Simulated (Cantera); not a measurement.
Cantera with NASA thermochemical tables; ideal gases at 1 bar, condensed phases pure. Values are per mole of reaction as written; species without (g) are pure solids or liquids, kept so even where they would boil at 1 bar.

Task: Between 300 and 1523 K, where is each reaction favourable under standard conditions?
- 2 NO(g) + Ta = TaO2(g) + 2 N(g)

Result: 
- 2 NO(g) + Ta = TaO2(g) + 2 N(g): ΔG° is 525 kJ at 300 K and 369 kJ at 1523 K; it stays positive (K < 1). ΔH° is 564 kJ and ΔS° 128 J/K at 1523 K.
